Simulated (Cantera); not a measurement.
Input: 1 mol SiH2Cl2, 1.2 mol O3, held at 0.133 bar.

Equilibrium computed with Cantera from the NASA thermochemical tables; the gas is ideal and each condensed phase is pure. Candidate condensed phases: H2O, Si, SiO2; 30 gas species. The tables hold silica as quartz up to 1696 K and as liquid above; real silica turns to tridymite and cristobalite and melts near 1996 K. Gases not in the tables: Si(OH)4. Kinetics and transport are ignored.

x: gas mole fraction; n: condensed amount in mol.

| T (K) | x HCl | x O2 | x Cl | x H2O | x Cl2 | x OH | n SiO2(β-quartz) | n SiO2(condensed) |
|---|---|---|---|---|---|---|---|---|
| 1148 | 0.566 | 0.253 | 0.00219 | 0.0898 | 0.0887 | 2.35e-6 | 1.00 | 0 |
| 1248 | 0.590 | 0.258 | 0.00560 | 0.0743 | 0.0714 | 8.42e-6 | 1.00 | 0 |
| 1348 | 0.605 | 0.261 | 0.0123 | 0.0637 | 0.0575 | 2.50e-5 | 1.00 | 0 |
| 1448 | 0.612 | 0.262 | 0.0237 | 0.0572 | 0.0453 | 6.47e-5 | 1.00 | 0 |
| 1548 | 0.610 | 0.260 | 0.0405 | 0.0545 | 0.0342 | 0.000151 | 1.00 | 0 |
| 1648 | 0.601 | 0.257 | … | 0.0554 | … | … | 1.00 | 0 |
| 1748 | 0.585 | 0.252 | 0.0865 | 0.0596 | 0.0165 | 0.000667 | 0 | 1.00 |
| 1848 | 0.563 | 0.245 | … | … | … | … | 0 | 1.00 |
| 1948 | 0.539 | 0.237 | 0.138 | 0.0752 | 0.00706 | 0.00233 | 0 | 1.000 |

Q: Fill in the missing entries.

A: 
- 1648, x Cl: 0.0620
- 1648, x Cl2: 0.0244
- 1648, x OH: 0.000327
- 1848, x Cl: 0.112
- 1848, x H2O: 0.0665
- 1848, x Cl2: 0.0109
- 1848, x OH: 0.00128
